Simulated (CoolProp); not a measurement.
A closed Brayton cycle with carbon dioxide: compressor inlet 333.15 K and 8.6 MPa, high pressure 19.3 MPa, turbine inlet 780 K, compressor efficiency 0.89, turbine efficiency 0.85, recuperator effectiveness 0.9 (on enthalpy, no pinch check). Each further row changes one setting.

Model: reference Helmholtz-energy equation of state, Span 1996, in CoolProp.

```csv
case,thermal efficiency (%),net work (kJ/kg),compressor to turbine work,compressor exit (K),turbine exit (K)
as stated,28.2,54.1,0.43,402.2,690.8
turbine inlet 730 K,…,47.1,…,402.2,644.0
compressor inlet 343.15 K,27.1,49.6,…,…,690.8
high pressure 16.4 MPa,…,…,…,388.0,708.4
recuperator effectiveness 0.5,16.6,54.1,0.43,402.2,690.8
```

### Question
Some entries are withheld; supply them.

### Answer

- turbine inlet 730 K, thermal efficiency (%): 26.3
- turbine inlet 730 K, compressor to turbine work: 0.47
- compressor inlet 343.15 K, compressor to turbine work: 0.48
- compressor inlet 343.15 K, compressor exit (K): 416.0
- high pressure 16.4 MPa, thermal efficiency (%): 26.9
- high pressure 16.4 MPa, net work (kJ/kg): 45.3
- high pressure 16.4 MPa, compressor to turbine work: 0.41
